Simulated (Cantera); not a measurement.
Charge: 1 mol NH₃, a varied amount of SO₂, 3 mol O₂, held at 3498 K and 790 Pa.

Equilibrium computed with Cantera from the NASA thermochemical tables; the gas is ideal and each condensed phase is pure. Candidate condensed phases: H₂O, H₂SO₄, S; 35 gas species. Rates play no part.

Task: At 0.51 mol SO₂, list the 5 most abundant gas species with their mole fractions, and the condensed phases.

Result: O 0.613, H 0.270, N₂ 0.0441, S 0.0410, O₂ 0.0123. Condensed: gas only.
